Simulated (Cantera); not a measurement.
Feed: 1 mol HCl, 1 mol H₂O, 1.7 mol H₂, at 0.260 bar.

These are equilibrium values from Cantera (NASA tables, ideal gas, pure condensed phases), not measurements of a reactor. Candidate condensed phases: H₂O; 14 gas species. Kinetics and transport are ignored. All values below are at 925 °C.

Base state: H₂ 0.459, HCl 0.270, H₂O 0.270 (mole fractions); condensed: gas only.

Task: What changes in the equilibrium state with this change: HCl replaced by NH₃?

Result: 
```tsv
species	before	after
H₂	0.459	0.681
H₂O	0.270	0.213
N₂	0	0.106
HCl	0.270	0
```
